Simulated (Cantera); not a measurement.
Input: 1 mol H2S, 0.52 mol O2, 0.26 mol SO2, equilibrated at 35.0 Pa.

Equilibrium computed with Cantera from the NASA thermochemical tables; the gas is ideal and each condensed phase is pure. Candidate condensed phases: H2O, H2SO4, S; 19 gas species. Rates play no part. All values below are at 1798 K.

Base state: H2 0.260, H2O 0.236, SO2 0.230, S2 0.144, SO 0.0931, S 0.0148, H 0.00960, SH 0.00841 (mole fractions); condensed: gas only.

Question: What changes in the equilibrium state with this change: 0.097 mol NH3 added?

Answer: 
```json
[
 {"species": "H2", "before": "0.260", "after": "0.280"},
 {"species": "H2O", "before": "0.236", "after": "0.239"},
 {"species": "SO2", "before": "0.230", "after": "0.199"},
 {"species": "N2", "before": "0", "after": "0.0225"},
 {"species": "SO", "before": "0.0931", "after": "0.0853"},
 {"species": "S2", "before": "0.144", "after": "0.137"},
 {"species": "S", "before": "0.0148", "after": "0.0145"},
 {"species": "S2O", "before": "0.000729", "after": "0.000651"},
 {"species": "O", "before": "1.64e-5", "after": "1.54e-5"},
 {"species": "H2S", "before": "0.00201", "after": "0.00212"},
 {"species": "H", "before": "0.00960", "after": "0.00997"},
 {"species": "OH", "before": "0.000572", "after": "0.000559"}
]
```
